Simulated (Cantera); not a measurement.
Input: 1 mol SiCl4, 1.6 mol Cl2, 0.62 mol H2, 0.84 mol HCl, equilibrated at 1573.15 K and 0.230 bar.

Equilibrium computed with Cantera from the NASA thermochemical tables; the gas is ideal and each condensed phase is pure. Candidate condensed phases: Si; 19 gas species. The tables' values for SiCl3 are old estimates; treat these amounts as uncertain. Equilibrium is a limit: real reactors are often held back by kinetics, nucleation or transport.

Base state: HCl 0.491, SiCl4 0.236, Cl2 0.189, Cl 0.0847, SiCl3 9.36e-5 (mole fractions); condensed: gas only.

Task: What changes in the equilibrium state with this change: pressure from 0.230 bar to 1.50 bar?

Result: 
```json
[
 {"species": "HCl", "before": "0.491", "after": "0.503"},
 {"species": "SiCl4", "before": "0.236", "after": "0.242"},
 {"species": "Cl2", "before": "0.189", "after": "0.219"},
 {"species": "Cl", "before": "0.0847", "after": "0.0357"},
 {"species": "SiCl3", "before": "9.36e-5", "after": "3.49e-5"}
]
```
